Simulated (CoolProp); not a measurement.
A single-stage vapour-compression cycle with the fluid: evaporating at 284.15 K (dew point), condensing at 348.15 K (bubble point), superheat 5 K, subcooling 8 K, compressor efficiency 0.9, no pressure losses. The same conditions are run with several fluids, on thermodynamics alone (safety and materials aside).

Values from CoolProp's reference Helmholtz-energy equation of state of each fluid (n-hexane: Thol 2019; fluoroethane (R161): Wu 2012; R142b: Lemmon 2006; R123: Younglove 1994; hydrogen sulfide: Lemmon 2006; carbonyl sulfide: Lemmon 2006).

Task: Rank n-hexane, fluoroethane (R161), R142b, R123, hydrogen sulfide, carbonyl sulfide by cooling COP, highest first.

Result: R123 (3.24), n-hexane (3.20), R142b (3.09), carbonyl sulfide (2.91), fluoroethane (R161) (2.89), hydrogen sulfide (2.79)

| fluid | pressure ratio | discharge temperature (K) | refrigerating effect (kJ/kg) | volumetric capacity (kJ/m³) |
|---|---|---|---|---|
| n-hexane | 11.6 | 348.2 | 253 | 96.8 |
| fluoroethane (R161) | 4.80 | 376.9 | 235 | 3290 |
| R142b | 5.77 | 358.0 | 139 | 1340 |
| R123 | 8.16 | 352.0 | 122 | 421 |
| hydrogen sulfide | 4.12 | 424.7 | 317 | 7290 |
| carbonyl sulfide | 4.18 | 401.2 | 183 | 4620 |

The compression ends wet for: n-hexane.
